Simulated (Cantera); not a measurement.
Input: 1 mol B2O3, 46 mol HCl, 15 mol O2, at 1848.15 K and 1.00 bar.

Cantera equilibrium calculation (NASA polynomials, part measured and part estimated; ideal gas, pure solids and liquids). Candidate condensed phases: B, B2O3, B3O3H3, H2O; 33 gas species. The tables' values for BOCl are old estimates; treat these amounts as uncertain. The numbers say what is thermodynamically allowed, not how fast it happens.

Base state: HCl 0.596, O2 0.205, Cl 0.0736, H2O 0.0579, Cl2 0.0349, HBO2 0.0286, B2O3 0.00114, BOCl 0.000939 (mole fractions); condensed: gas only.

Problem. What changes in the equilibrium state with this change: temperature from 1848.15 K to 1200 K?

Solution. 
| species | before | after |
|---|---|---|
| HCl | 0.596 | 0.558 |
| O2 | 0.205 | 0.200 |
| Cl2 | 0.0349 | 0.120 |
| Cl | 0.0736 | 0.00164 |
| H2O | 0.0579 | 0.120 |
| HBO2 | 0.0286 | 0.000288 |
| (HBO2)3 | 2.23e-6 | 0.000485 |
| B2O3 | 0.00114 | 9.20e-9 |
| BO2 | 0.000415 | 9.94e-9 |
| B2O3(l), mol | 0 | 0.950 |
Gases not in the tables: H3BO3.

Problem. What changes in the equilibrium state with this change: O2 from 15 to 1.5 mol?

Solution. 
```
species    before    after
-------  --------  -------
HCl         0.596    0.844
Cl         0.0736   0.0567
H2O        0.0579   0.0339
O2          0.205  0.00612
Cl2        0.0349   0.0207
HBO2       0.0286   0.0329
BCl3      6.43e-6  6.15e-5
ClO      0.000569  7.56e-5
O         8.59e-5  1.48e-5
```
